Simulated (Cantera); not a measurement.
A freely propagating, adiabatic, planar premixed flame of 14.7 % H2, 10.5 % O2, 52.6 % N2, 22.1 % H2O, equivalence ratio 0.70, unburnt at 550 K and 39000 Pa; mixture-averaged transport, grid criteria slope 0.08 and curve 0.16, no radiation.

Detailed kinetics in Cantera: the H2/O2 subset of GRI-Mech 3.0, which has no nitrogen chemistry. Burning velocities carry a grid error of a few per cent, more on coarse grids.

Question: Predict: laminar burning velocity; thermal thickness; peak x(OH); peak x(H2O2); peak x(H).

Answer: 
- laminar burning velocity: 123 cm/s
- thermal thickness: 1.48 mm
- peak x(OH): 0.00400
- peak x(H2O2): 2.91e-5
- peak x(H): 0.00608
